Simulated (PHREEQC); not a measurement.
## Alkaline etch or developer: speciation

A solution holds 0.05 mol/kgw KOH, at 5 °C. Closed to the air; pH follows from the charge balance.

The numbers come from PHREEQC with the ion-association model, phreeqc.dat.

No solid was allowed to form.

**Question.** Estimate the pH.

**Answer.** pH 13.34.

Species that the database lacks are ignored. Constants without temperature data keep their 25 °C values here.
